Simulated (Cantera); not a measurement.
Premixed flame

A freely propagating, adiabatic, planar premixed flame of H₂ : O₂ : N₂ : H₂O = 1 : 0.217 : 0.587 : 0.22 (molar parts), unburnt at 498 K and 100000 Pa; mixture-averaged transport, grid criteria slope 0.08 and curve 0.16, no radiation.

Model: the H2/O2 subset of GRI-Mech 3.0, which has no nitrogen chemistry, integrated in Cantera. Burning velocities carry a grid error of a few per cent, more on coarse grids.

```
z (mm)   T (K)  u (m/s)   x H₂      x O₂  x H₂O      x OH   x H₂O₂      x H
-------  -----  -------  -----  --------  -----  --------  -------  -------
-1.11      498     6.40  0.494     0.107  0.109     <1e-8    <1e-8    <1e-8
-0.742     498     6.40  0.494     0.107  0.109     <1e-8    <1e-8    <1e-8
-0.556     498     6.40  0.494     0.107  0.109     <1e-8    <1e-8    <1e-8
-0.371     498     6.40  0.494     0.107  0.109     <1e-8    <1e-8    <1e-8
-0.185     525     6.69  0.489     0.108  0.111   3.71e-5  8.02e-6  7.26e-5
-0.0927    767     9.52  0.459     0.101  0.134  0.000660  2.99e-5  0.00459
0         1146     13.8  0.388    0.0743  0.199   0.00128  4.99e-6   0.0286
0.0927    1414     16.9  0.311    0.0308  0.284   0.00275  1.33e-6   0.0585
0.185     1543     18.4  0.279   0.00868  0.327   0.00336  8.28e-7   0.0689
0.371     1653     19.6  0.273  0.000908  0.344   0.00368  5.17e-7   0.0635
0.742     1755     20.7  0.281  0.000291  0.348   0.00366  3.11e-7   0.0500
1.48      1851     21.6  0.290  0.000166  0.352   0.00324  1.64e-7   0.0361
2.97      1932     22.4  0.297   8.12e-5  0.355   0.00252  7.93e-8   0.0242
```
x: mole fraction of selected species; z is measured from the peak of heat release.

| Quantity | Value |
|---|---|
| laminar burning velocity | 640 cm/s |
| thermal thickness | 0.371 mm |
| peak x(OH) | 0.00372 |
| peak x(H₂O₂) | 3.13e-5 |
| peak x(H) | 0.0692 |
| grid points | 120 |
